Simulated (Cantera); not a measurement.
An isothermal plug-flow reactor at 925 K and 140000 Pa (inlet), inlet velocity 0.089 m/s, active area per volume 220 1/m; feed CH4 : O2 : N2 = 0.0023 : 0.019 : 0.79 (molar parts).

Model: Deutschmann's 1995 Pt surface mechanism with GRI-Mech 3.0 gas chemistry, integrated in Cantera. Catalytic surfaces can have several steady states; this one follows from the mechanism file's or the stated starting coverage. Mass transfer to the wall is taken as infinitely fast.

Q: What does this change do: temperature 925 to 1175 K?

A: 
```csv
quantity,before,after
x(CH4) at z = 0.017 m,0.000308,2.88e-10
x(O2) at z = 0.017 m,0.0184,0.0178
x(H2O) at z = 0.017 m,0.00504,0.00565
x(CO2) at z = 0.017 m,0.00252,0.00281
x(CO) at z = 0.017 m,1.22e-7,6.52e-9
θ(free Pt) at the exit,0.181,0.488
θ(O*) at the exit,0.817,0.511
θ(OH*) at the exit,0.00193,0.00118
```

Q: What does this change do: CH4 0.0023 to 0.0039 parts?

A: 
| quantity | before | after |
|---|---|---|
| x(CH4) at z = 0.017 m | 0.000308 | 0.000420 |
| x(O2) at z = 0.017 m | 0.0184 | 0.0146 |
| x(H2O) at z = 0.017 m | 0.00504 | 0.00874 |
| x(CO2) at z = 0.017 m | 0.00252 | 0.00437 |
| x(CO) at z = 0.017 m | 1.22e-7 | 1.72e-7 |
| θ(free Pt) at the exit | 0.181 | 0.192 |
| θ(O*) at the exit | 0.817 | 0.805 |
| θ(OH*) at the exit | 0.00193 | 0.00260 |
